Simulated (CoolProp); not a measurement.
Vapour-liquid equilibrium of isobutene (1) + acetone (2) at 828 kPa; x and y are mole fractions of (1).

Computed with CoolProp (multi-fluid Helmholtz-energy mixture model, Lemmon 2005 and Lemmon 2006; pair parameters Bell 2016).

Problem. Give the bubble temperature and the first vapour's composition at x = 0.35, 0.875, 0.95. Is there an azeotrope?

Solution. x = 0.35: 84.7 °C, y = 0.752; x = 0.875: 65.6 °C, y = 0.944; x = 0.95: 63.7 °C, y = 0.975. No azeotrope shows between x = 0.05 and 0.95.

The pair parameters rest on a limited set of measurements; away from them the model extrapolates.
